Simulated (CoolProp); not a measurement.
Properties of normal hydrogen along the isotherm -233.35 °C.

The numbers come from the reference Helmholtz-energy equation of state, Leachman 2009 in CoolProp.

```json
[
 {"p (MPa)": "0.0405", "phase": "gas", "Z": "0.9938", "Prandtl number": "0.670"},
 {"p (MPa)": "0.081", "phase": "gas", "Z": "0.9875", "Prandtl number": "0.672"},
 {"p (MPa)": "0.122", "phase": "gas", "Z": "0.9811", "Prandtl number": "0.674"},
 {"p (MPa)": "0.162", "phase": "gas", "Z": "0.9749", "Prandtl number": "0.676"},
 {"p (MPa)": "0.203", "phase": "gas", "Z": "0.9684", "Prandtl number": "0.679"},
 {"p (MPa)": "0.243", "phase": "gas", "Z": "0.9620", "Prandtl number": "0.682"},
 {"p (MPa)": "0.284", "phase": "gas", "Z": "0.9554", "Prandtl number": "0.685"},
 {"p (MPa)": "0.324", "phase": "gas", "Z": "0.9489", "Prandtl number": "0.688"},
 {"p (MPa)": "0.365", "phase": "gas", "Z": "0.9422", "Prandtl number": "0.692"},
 {"p (MPa)": "0.405", "phase": "gas", "Z": "0.9356", "Prandtl number": "0.696"},
 {"p (MPa)": "0.446", "phase": "gas", "Z": "0.9287", "Prandtl number": "0.700"},
 {"p (MPa)": "0.486", "phase": "gas", "Z": "0.9220", "Prandtl number": "0.705"},
 {"p (MPa)": "0.527", "phase": "gas", "Z": "0.9151", "Prandtl number": "0.710"},
 {"p (MPa)": "0.567", "phase": "gas", "Z": "0.9082", "Prandtl number": "0.715"},
 {"p (MPa)": "0.608", "phase": "gas", "Z": "0.9012", "Prandtl number": "0.721"},
 {"p (MPa)": "0.648", "phase": "gas", "Z": "0.8942", "Prandtl number": "0.727"}
]
```

Viscosity comes from a separate model (Muzny 2013). Thermal conductivity comes from a separate model (Assael 2011).
